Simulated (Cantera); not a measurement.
What does this Cantera script print?

```python
import numpy as np
import cantera as ct

gas_names = """
    CL CL2 H HCL H2 Si SiCL SiCL2 SiCL3 SiCL4 SiH SiHCL3 SiH2 SiH2CL2 SiH3 SiH3CL SiH4 Si2 Si3
""".split()
cond_names = """
    Si(cr) Si(L)
""".split()


# ... load() reads the species with a 1 bar reference pressure and builds the phases ...
atoms = {
    'SiH2Cl2': {'Si': 1, 'H': 2, 'CL': 2},
    'Cl2': {'CL': 2},
    'H2': {'H': 2},
}
top_T = {}  # K; cautious upper limits of use, not melting points


# ... equilibrate(T, P, feed) seeds the gas with the atoms and calls Mixture.equilibrate('TP', solver="vcs", rtol=1e-11, max_steps=5000) ...
results = []
feed = {'SiH2Cl2': 1, 'Cl2': 0.048, 'H2': 450}  # mol
T = 1823  # K
P = 101325  # Pa
mix = equilibrate(T, P, feed)
results.append((T, P, feed, dict(zip(mix.species_names, mix.species_moles))))
print(gas.report(threshold=1e-05))
for i in range(1, mix.n_phases):
    print(f"{mix.phase(i).name:16s} {mix.phase_moles(i):12.5e} mol")
```

Output:

```
       temperature   1823 K
          pressure   1.0133e+05 Pa
           density   0.014562 kg/m^3
  mean mol. weight   2.1783 kg/kmol
   phase of matter   gas

                          1 kg             1 kmol
                     ---------------   ---------------
          enthalpy        2.1426e+07        4.6671e+07  J
   internal energy        1.4467e+07        3.1514e+07  J
           entropy             85277        1.8576e+05  J/K
    Gibbs function       -1.3403e+08       -2.9196e+08  J
 heat capacity c_p             15418             33586  J/K
 heat capacity c_v             11602             25271  J/K

                      mass frac. Y      mole frac. X     chem. pot. / RT
                     ---------------   ---------------   ---------------
                 H        0.00019867        0.00042933           -9.5906
               HCL          0.075458         0.0045085           -37.488
                H2           0.92083           0.99495           -19.181
             SiCL2         0.0027809        6.1198e-05           -61.142
              SiH2         0.0004829        3.4946e-05           -24.527
     [  +14 minor]        0.00025362        1.4602e-05

Si(L)             9.50579e-01 mol
```

Method: chemical equilibrium by Gibbs-energy minimisation in Cantera with the NASA 1993 tables (ideal gas, pure condensed phases). Gases not in the tables: Si2H6 and higher silanes.
